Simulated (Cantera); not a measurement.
A closed system holds: 1 mol SiCl4, 0.27 mol O3, equilibrated at 227 °C and 440 Pa.

Cantera equilibrium calculation (NASA polynomials, part measured and part estimated; ideal gas, pure solids and liquids). Candidate condensed phases: Si, SiO2; 15 gas species. Rates play no part.

Base state: Cl2 0.577, SiCl4 0.423 (mole fractions); condensed: SiO2(α-quartz).

**Question.** What changes in the equilibrium state with this change: temperature from 227 °C to 1277 °C?

**Answer.** 
```
species               before     after
-------------------  -------  --------
Cl                   1.65e-9     0.510
SiCl4                  0.423     0.315
Cl2                    0.577     0.175
SiCl3                  <1e-9  0.000694
SiO2(α-quartz), mol    0.405         0
SiO2(β-quartz), mol        0     0.405
```
The tables' values for SiCl3 are old estimates; treat these amounts as uncertain. The tables hold silica as quartz up to 1696 K and as liquid above; real silica turns to tridymite and cristobalite and melts near 1996 K.
